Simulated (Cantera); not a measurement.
Charge: 1 mol Ti(OiPr)4, 0.89 mol H2O, 1.3 mol H2, held at 750 Torr.

Cantera equilibrium calculation (NASA polynomials, part measured and part estimated; ideal gas, pure solids and liquids). Candidate condensed phases: C, C6H6, C7H8, C8H18, H2O, Ti, TiC, TiO, TiO2, Ti2O3, Ti3O5, Ti4O7; 113 gas species. The feed counts by its element totals alone. TiC: taken at fixed stoichiometry. Rates play no part.

Question: At 1598 K, list the 5 most abundant gas species with their mole fractions, and the condensed phases.

Answer: H2 0.767, CO 0.232, CH4 0.000968, H2O 0.000157, H 4.66e-5. Condensed: C(graphite) + TiC(s).
